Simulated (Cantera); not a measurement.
# Premixed flame

A freely propagating, adiabatic, planar premixed flame of H₂ : O₂ : N₂ = 1 : 0.658 : 2.47 (molar parts), unburnt at 623 K and 5.00 bar; multicomponent transport, grid criteria slope 0.08 and curve 0.16, no radiation.

Cantera simulation using the H2/O2 subset of GRI-Mech 3.0, which has no nitrogen chemistry; the numbers are that mechanism's predictions, not measurements. The hydrogen kinetics of GRI-Mech 3.0 are dated; newer H2 mechanisms differ, most at raised pressure. Burning velocities carry a grid error of a few per cent, more on coarse grids.

```tsv
z (mm)	T (K)	u (m/s)	x H₂	x O₂	x OH	x H	x H₂O₂	x O
-0.173	623	5.07	0.242	0.159	<1e-8	<1e-8	<1e-8	<1e-8
-0.115	623	5.07	0.242	0.159	<1e-8	<1e-8	<1e-8	<1e-8
-0.0864	623	5.06	0.241	0.160	<1e-8	<1e-8	1.46e-8	<1e-8
-0.0576	624	5.06	0.239	0.160	<1e-8	<1e-8	2.27e-7	7.44e-8
-0.0288	688	5.43	0.214	0.162	7.03e-5	7.68e-5	3.12e-5	1.71e-5
-0.0144	972	7.42	0.167	0.153	0.00103	0.00235	7.94e-5	0.000450
0	1389	10.3	0.0976	0.118	0.00385	0.0110	2.30e-5	0.00346
0.0144	1689	12.5	0.0466	0.0791	0.00932	0.0169	5.46e-6	0.00740
0.0288	1860	13.7	0.0263	0.0599	0.0134	0.0157	3.32e-6	0.00876
0.0576	2031	14.8	0.0165	0.0504	0.0155	0.00995	2.03e-6	0.00736
0.115	2172	15.7	0.0108	0.0469	0.0144	0.00460	1.32e-6	0.00451
0.230	2270	16.3	0.00587	0.0453	0.0114	0.00166	9.12e-7	0.00230
0.461	2322	16.6	0.00288	0.0448	0.00842	0.000550	6.96e-7	0.00112
```
x: mole fraction of selected species; z is measured from the peak of heat release.

```
Item                         Result
------------------------  ---------
laminar burning velocity   507 cm/s
thermal thickness         0.0576 mm
peak x(OH)                   0.0156
peak x(H)                    0.0171
peak x(H₂O₂)                7.98e-5
peak x(O)                   0.00877
```
